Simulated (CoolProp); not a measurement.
R142b along the isotherm 196.85 °C: Z from the reference equation and from simpler models built on Tc = 137.1 °C, pc = 40.55 bar, ω = 0.232; each cubic takes its own stable root.

Values from CoolProp's reference Helmholtz-energy equation of state, Lemmon 2006. It is a short technical equation, of lower accuracy than the large ones.

```
p (bar)          phase  reference  van der Waals  Redlich-Kwong  Soave-Redlich-Kwong  Peng-Robinson
-------  -------------  ---------  -------------  -------------  -------------------  -------------
22.5               gas     0.8713         0.8697         0.8648               0.8759         0.8590
45.1     supercritical     0.7212         0.6984         0.7073               0.7384         0.7093
67.6     supercritical     0.5618         0.5001         0.5450               0.6054         0.5720
90.1     supercritical     0.4737         0.5074         0.4942               0.5468         0.5105
113      supercritical     0.4808         0.5707         0.5206               0.5601         0.5178
135      supercritical     0.5186         0.6402         0.5643               0.5973         0.5488
158      supercritical     0.5674         0.7150         0.6156               0.6449         0.5900
180      supercritical     0.6173         0.7871         0.6667               0.6936         0.6330
203      supercritical     0.6707         0.8623         0.7208               0.7460         0.6794
```
